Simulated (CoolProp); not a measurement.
Acetone along the isotherm 245.45 °C: fugacity coefficient from the reference equation and from simpler models built on Tc = 235.0 °C, pc = 4.692 MPa, ω = 0.307; each cubic takes its own stable root.

The numbers come from the reference Helmholtz-energy equation of state, Lemmon 2006 in CoolProp. It is a short technical equation, of lower accuracy than the large ones.

| p (MPa) | phase | reference |
|---|---|---|
| 0.196 | gas | 0.9847 |
| 0.391 | gas | 0.9696 |
| 0.587 | gas | 0.9546 |
| 0.782 | gas | 0.9398 |
| 0.978 | gas | 0.9250 |
| 1.17 | gas | 0.9106 |
| 1.37 | gas | 0.8958 |
| 1.56 | gas | 0.8818 |
| 1.76 | gas | 0.8672 |
| 1.96 | gas | 0.8526 |
| 2.15 | gas | 0.8389 |
| 2.35 | gas | 0.8246 |

Q: How far does each simpler model (van der Waals, Redlich-Kwong, Soave-Redlich-Kwong, Peng-Robinson) lie from the reference over these 12 states: mean and median of the absolute difference, and the worst?

A: 
- van der Waals: mean 2.3 %, median 2.3 %, worst +4.2 % at 245.45 °C and 2.35 MPa
- Redlich-Kwong: mean 1.2 %, median 1.2 %, worst +2.3 % at 245.45 °C and 2.35 MPa
- Soave-Redlich-Kwong: mean 1.4 %, median 1.4 %, worst +2.5 % at 245.45 °C and 2.35 MPa
- Peng-Robinson: mean 0.4 %, median 0.3 %, worst +0.7 % at 245.45 °C and 2.35 MPa
